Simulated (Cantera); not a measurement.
Ignition delay

Mixture: CH4 : O2 : N2 = 1 : 1.25 : 4.7 (molar parts), at 1.01 bar, adiabatic and at constant pressure. Ignition delay is the time to a rise of 400 K.

Model: GRI-Mech 3.0 (53 species, 325 reactions), integrated in Cantera.

```tsv
T0 (K)	delay (ms)
1000	1420
1100	266
1200	58.8
1300	15.0
1400	4.34
1500	1.42
```

* **apparent activation energy between 1300 and 1500 K**: 190 kJ/mol
